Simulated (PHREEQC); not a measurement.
A PHREEQC input (ion-association model, phreeqc.dat):

```
SOLUTION 1
  temp 25
  units mmol/kgw
  pH 6.65
  pe 8
  Na 0.233
  K 0.000116
  Ca 0.11
  Mg 0.0878
  Cl 0.108
  S(6) 0.864 as SO4
  Alkalinity 0.162 as HCO3
  Cd 0.00288
  B 7.05e-05
END
USE solution 1
EQUILIBRIUM_PHASES 1
  Gypsum 0 0
  CO2(g) -2 10
END
```

The run finishes without an error or a warning.

Its last state differs from that of the intended input:

| quantity | as run | intended |
|---|---|---|
| pH | 6.01 | 4.96 |
| ionic strength (mol/kgw) | 0.00230 | 4.98e-5 |
| HCO3- (mol/kgw) | 0.000163 | 1.38e-5 |
| HSO4- (mol/kgw) | 6.86e-8 | 9.41e-9 |
| MgSO4 (mol/kgw) | 1.01e-5 | 7.10e-9 |
| CaSO4 (mol/kgw) | 9.87e-6 | 4.09e-9 |
| SI of Otavite (CdCO3) | -1.73 | -5.74 |
| SI of Gypsum (CaSO4:2H2O) | -2.67 | -6.06 |

One thing in the input isn't as intended. What explains the difference?

One answer among several that fit: The fault: the units line changed with the numbers kept. The line should read `units mg/L` where the input has `units mmol/kgw`.
